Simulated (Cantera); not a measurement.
A closed system holds: 1 mol C2H6, 1.1 mol O2, 0.07 mol H2O, equilibrated at 2073 K and 1000 Pa.

These are equilibrium values from Cantera (NASA tables, ideal gas, pure condensed phases), not measurements of a reactor. Candidate condensed phases: C, C6H6, C7H8, C8H18, H2O; 110 gas species. Kinetics and transport are ignored.

### Question
What is the equilibrium state?

### Answer
```
Quantity                                   Result
--------------------------------------  ---------
x(H2)                                       0.544
x(CO)                                       0.384
x(H2O)                                     0.0459
x(H)                                       0.0194
x(CO2)                                    0.00668
x(OH)                                    0.000186
x(O)                                      4.76e-6
gas amount                              5.120 mol
log10 activity of C(graphite) (absent)      -5.39
```
